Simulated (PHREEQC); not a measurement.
A solution holds 0.0045 mol CuCl2 per kg of water, at 25 °C. Closed to the air; pH follows from the charge balance.

Computed with PHREEQC (ion-association model, wateq4f.dat).

This is a speciation only: nothing precipitates in the calculation.

Q: Estimate the pH.

A: pH 4.95.

Q: In which forms is Cu present?

A: Cu+2 98 %, CuCl+ 1.5 % of the Cu.

Saturation is exceeded, for instance for Atacamite; the values hold only as long as no solid forms. Complexes and solids missing from the database can't appear.
